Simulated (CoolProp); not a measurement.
Benzene along the isotherm 346.85 °C: density (kg/m³) from the reference equation and from simpler models built on Tc = 288.9 °C, pc = 4.906 MPa, ω = 0.211; each cubic takes its own stable root.

Values from CoolProp's reference Helmholtz-energy equation of state, Thol 2012.

```
p (MPa)          phase  reference
-------  -------------  ---------
0.613              gas      9.587
1.23               gas      19.90
1.84               gas      30.87
2.45               gas      42.75
3.07               gas      55.95
3.68               gas      70.33
4.29               gas      86.43
4.91     supercritical      105.1
5.52     supercritical      126.4
6.13     supercritical      151.7
6.75     supercritical      182.6
7.36     supercritical      219.2
```

Task: How far does each simpler model (ideal gas, Peng-Robinson) lie from the reference over these 12 states: mean and median of the absolute difference, and the worst?

Result: 
- ideal gas: mean 24.1 %, median 22.7 %, worst -49.1 % at 346.85 °C and 7.36 MPa
- Peng-Robinson: mean 1.8 %, median 2.0 %, worst +2.9 % at 346.85 °C and 4.91 MPa
